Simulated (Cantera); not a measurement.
A perfectly stirred reactor is fed with CH4 : CO : O2 : N2 = 1 : 0.93 : 1.9 : 7.13 (molar parts), equivalence ratio 1.3, at 0.987 atm; it is adiabatic with a 500 K inlet, and is followed from long to short residence time, starting on the burning branch (τ in s: 0.2, 0.07, 0.025, 0.0087, 0.0031, 0.0011, 0.00038, 0.00013, 4.7e-05).

Detailed kinetics in Cantera: GRI-Mech 3.0 (53 species, 325 reactions).

One state of this run: T (K) = 1958; x CH4 = 0.000566; x CO = 0.0926; x O2 = 0.0127; x O = 0.00314; x HO2 = 5.36e-6; x CO2 = 0.0765; x NO = 8.20e-5. x: mole fraction; the columns are a selection and need not sum to one.

Problem. Which value of τ (s) does it belong to?
(A) 0.0011
(B) 0.070
(C) 0.00013
(D) 0.025

Solution. C, 0.00013
